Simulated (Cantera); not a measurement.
**Hydrocarbon pyrolysis for carbon deposition**

A perfectly stirred reactor is fed with C₂H₆ : N₂ = 1 : 4.9 (molar parts), at 1.20 Torr; it is held at 1200 K, and followed from long to short residence time.

Detailed kinetics in Cantera: GRI-Mech 3.0 (53 species, 325 reactions). GRI-Mech 3.0 stops at C3 and has no aromatics, soot or wall deposition, so with more carbon than oxygen in the feed, carbon stays in small species such as C2H2 where larger ones or solid carbon would form. Radical loss at walls, strong at low pressure, is not modelled.

| τ (s) | x C₂H₆ | x C₂H | x CH₃ | x HCN | x CH₂ |
|---|---|---|---|---|---|
| 1.8 | 0.0459 | 7.49e-10 | 0.000489 | 5.67e-10 | 4.67e-8 |
| 0.44 | 0.108 | 2.14e-10 | 0.000686 | 3.72e-10 | 6.66e-8 |
| 0.11 | 0.154 | 3.17e-11 | 0.000532 | 1.76e-10 | 4.22e-8 |
| 0.028 | 0.168 | 1.20e-12 | 0.000192 | 2.53e-11 | 7.27e-9 |
| 0.0070 | 0.169 | <1e-12 | 6.38e-5 | <1e-12 | 5.88e-10 |
| 0.0017 | 0.169 | <1e-12 | 1.90e-5 | <1e-12 | 2.78e-11 |
| 0.00044 | 0.169 | <1e-12 | 5.21e-6 | <1e-12 | <1e-12 |
| 0.00011 | 0.169 | <1e-12 | 1.32e-6 | <1e-12 | <1e-12 |
x: mole fraction; the columns are a selection and need not sum to one.
